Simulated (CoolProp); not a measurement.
Vapour-liquid equilibrium of n-butane (1) + n-decane (2) at 370.6 K; x and y are mole fractions of (1).

The numbers come from the multi-fluid Helmholtz-energy mixture model, Bücker 2006 and Lemmon 2006; pair parameters Kunz 2012 in CoolProp.

```csv
x,bubble pressure (MPa),y at the bubble point,dew pressure at overall composition x (MPa),liquid density (mol/L)
0.05,0.07507,0.886,0.009095,4.828
0.2,0.2698,[?],0.01081,[?]
0.35,0.4633,0.983,0.01330,5.651
0.5,0.6610,0.989,0.01729,6.134
0.65,0.8682,0.993,0.02468,[?]
0.8,1.093,0.996,0.04308,[?]
0.95,1.352,0.999,0.1690,7.933
```

**Question.** Complete the blanks.

**Answer.** 
- 0.2, y at the bubble point: 0.969
- 0.2, liquid density (mol/L): 5.219
- 0.65, liquid density (mol/L): 6.678
- 0.8, liquid density (mol/L): 7.291

No azeotrope shows between x = 0.05 and 0.95.

The pair parameters rest on a limited set of measurements; away from them the model extrapolates.
